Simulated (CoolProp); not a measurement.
Computed with CoolProp (reference Helmholtz-energy equation of state, Gao 2022).

Problem. For n-perfluorohexane, give the phase and the Z, speed of sound (m/s), isothermal compressibility (1/MPa), expansivity (1/kK) at 309.5 K and 0.559 MPa.

Solution. 
- 309.5 K and 0.559 MPa: liquid; Z 0.0446, speed of sound 488, isothermal compressibility 0.00313, expansivity 1.80
